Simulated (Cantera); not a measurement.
Standard-state values (1 bar) from the NASA 1993 polynomials, evaluated with Cantera. Values are per mole of reaction as written; species without (g) are pure solids or liquids, kept so even where they would boil at 1 bar.

2 Cu₂O + C → CO₂(g) + 4 Cu

```
T (K)  ΔH° (kJ)  ΔS° (J/K)  ΔG° (kJ)  log10 K             condensed phases
-----  --------  ---------  --------  -------  ---------------------------
300       -52.1      155.9     -98.9    17.21  Cu₂O(s), C(graphite), Cu(s)
1923        [?]        [?]       [?]      [?]  Cu₂O(l), C(graphite), Cu(l)
2023     -162.6       81.8    -328.1     8.47  Cu₂O(l), C(graphite), Cu(l)
2123     -165.9       80.2    -336.2     8.27  Cu₂O(l), C(graphite), Cu(l)
2223        [?]        [?]       [?]      [?]  Cu₂O(l), C(graphite), Cu(l)
2323     -172.5       77.2    -351.9     7.91  Cu₂O(l), C(graphite), Cu(l)
2423     -175.8       75.8    -359.6     7.75  Cu₂O(l), C(graphite), Cu(l)
2523     -179.1       74.5    -367.1     7.60  Cu₂O(l), C(graphite), Cu(l)
2623     -182.4       73.2    -374.5     7.46  Cu₂O(l), C(graphite), Cu(l)
2723     -185.7       72.0    -381.7     7.32  Cu₂O(l), C(graphite), Cu(l)
```

**Question.** Some entries are withheld; supply them.

**Answer.** 
- 1923, ΔH° (kJ): -159.2
- 1923, ΔS° (J/K): 83.5
- 1923, ΔG° (kJ): -319.8
- 1923, log10 K: 8.69
- 2223, ΔH° (kJ): -169.2
- 2223, ΔS° (J/K): 78.7
- 2223, ΔG° (kJ): -344.1
- 2223, log10 K: 8.09
